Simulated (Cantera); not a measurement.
## Thermodynamics of boron, boron nitride and boron oxide, feed borazine + NH₃ + N₂

Input: 1 mol borazine, 0.46 mol NH₃, 1.8 mol N₂, equilibrated at 44.0 Pa.

Equilibrium computed with Cantera from the NASA thermochemical tables; the gas is ideal and each condensed phase is pure. Candidate condensed phases: B, BN; 15 gas species. The feed counts by its element totals alone. Mutual solubility and eutectic melting of coexisting phases are not modelled. The tables' values for BH₂ are old estimates; treat these amounts as uncertain. Kinetics and transport are ignored.

```json
[
 {"T (°C)": "1700", "x H₂": "0.604", "x N₂": "0.346", "x H": "0.0500", "x B": "0.000138", "n BN(s)": "3.00", "n B(s)": "0"},
 {"T (°C)": "1725", "x H₂": "0.596", "x N₂": "0.344", "x H": "0.0590", "x B": "0.000254", "n BN(s)": "3.00", "n B(s)": "0"},
 {"T (°C)": "1750", "x H₂": "0.556", "x N₂": "0.376", "x H": "0.0675", "x B": "0.000442", "n BN(s)": "2.36", "n B(s)": "0.632"},
 {"T (°C)": "1775", "x H₂": "0.456", "x N₂": "0.471", "x H": "0.0721", "x B": "0.000661", "n BN(s)": "0", "n B(s)": "2.99"},
 {"T (°C)": "1800", "x H₂": "0.447", "x N₂": "0.468", "x H": "0.0838", "x B": "0.000978", "n BN(s)": "0", "n B(s)": "2.99"},
 {"T (°C)": "1825", "x H₂": "0.437", "x N₂": "0.464", "x H": "0.0969", "x B": "0.00143", "n BN(s)": "0", "n B(s)": "2.99"},
 {"T (°C)": "1850", "x H₂": "0.425", "x N₂": "0.461", "x H": "0.112", "x B": "0.00208", "n BN(s)": "0", "n B(s)": "2.98"},
 {"T (°C)": "1875", "x H₂": "0.413", "x N₂": "0.456", "x H": "0.128", "x B": "0.00299", "n BN(s)": "0", "n B(s)": "2.97"},
 {"T (°C)": "1900", "x H₂": "0.399", "x N₂": "0.451", "x H": "0.145", "x B": "0.00427", "n BN(s)": "0", "n B(s)": "2.96"}
]
```
x: gas mole fraction; n: condensed amount in mol.

From 1700 °C to 1725 °C the condensed part is BN(s). At 1750 °C the condensed part is B(s) + BN(s). From 1775 °C to 1900 °C the condensed part is B(s).
